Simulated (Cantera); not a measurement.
Charge: 1 mol PbO, 1.5 mol H2, held at 1298 K and 0.250 bar.

These are equilibrium values from Cantera (NASA tables, ideal gas, pure condensed phases), not measurements of a reactor. The numbers say what is thermodynamically allowed, not how fast it happens.

```tsv
species	before	after
Pb	0.0102	0.400
H2O	0.660	0.400
H2	0.330	0.200
PbO	1.68e-6	6.55e-5
H	1.23e-6	4.05e-5
Pb(l), mol	0.984	0
```
Gas species are given as mole fractions.

Q: Which change was made?
A. temperature from 1298 K to 1600 K
B. pressure from 0.250 bar to 0.000140 bar
C. pressure from 0.250 bar to 0.0540 bar
D. temperature from 1298 K to 798 K

A: B, pressure from 0.250 bar to 0.000140 bar
